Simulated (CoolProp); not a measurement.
Vapour-liquid equilibrium of ethanol (1) + toluene (2) at 0.567 MPa; x and y are mole fractions of (1).

Values from CoolProp's multi-fluid Helmholtz-energy mixture model, Schroeder 2014 and Lemmon 2006; pair parameters Bell 2016.

| x | bubble temperature (°C) | y at the bubble point | dew temperature at overall composition x (°C) | liquid density (mol/L) |
|---|---|---|---|---|
| 0.05 | 166.7 | 0.304 | 182.0 | 7.913 |
| 0.125 | 152.0 | 0.511 | 177.7 | 8.324 |
| 0.2 | 144.4 | 0.606 | 173.2 | 8.678 |
| 0.275 | 140.1 | 0.659 | 168.6 | 9.024 |
| 0.35 | 137.4 | 0.693 | 163.6 | 9.384 |
| 0.425 | 135.6 | 0.718 | 158.4 | 9.774 |
| 0.5 | 134.3 | 0.740 | 152.9 | 10.20 |
| 0.575 | 133.2 | 0.762 | 147.0 | 10.68 |
| 0.65 | 132.2 | 0.786 | 140.8 | 11.22 |
| 0.725 | 131.4 | 0.815 | 135.2 | 11.83 |
| 0.8 | 130.6 | 0.851 | 131.8 | 12.50 |
| 0.875 | 130.0 | 0.896 | 130.3 | 13.26 |
| 0.95 | 129.7 | 0.954 | 129.7 | 14.11 |

No azeotrope shows between x = 0.05 and 0.95.

The pair parameters rest on a limited set of measurements; away from them the model extrapolates.
